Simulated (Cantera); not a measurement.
Standard-state values (1 bar) from the NASA 1993 polynomials, evaluated with Cantera. Values are per mole of reaction as written; species without (g) are pure solids or liquids, kept so even where they would boil at 1 bar.

S2(g) + Ni3S4 → 3 NiS2, with ΔH° = -221.4 kJ and ΔS° = -198.8 J/K at 300 K.

How far is the shortcut ΔG° ≈ ΔH°(300 K) − T·ΔS°(300 K) from the full temperature-dependent value at 423, 448, 473, 498, 523, 548, 573, 598 K?


| T (K) | shortcut (kJ) | full (kJ) | difference (kJ) | difference in log10 K |
|---|---|---|---|---|
| 423 | -137.3 | -137.5 | 0.2 | -0.03 |
| 448 | -132.3 | -132.6 | 0.3 | -0.04 |
| 473 | -127.4 | -127.8 | 0.4 | -0.04 |
| 498 | -122.4 | -122.9 | 0.5 | -0.05 |
| 523 | -117.4 | -118.0 | 0.5 | -0.05 |
| 548 | -112.5 | -113.0 | 0.6 | -0.06 |
| 573 | -107.5 | -108.1 | 0.7 | -0.06 |
| 598 | -102.5 | -103.2 | 0.7 | -0.06 |
The shortcut ignores the heat-capacity change of the reaction.
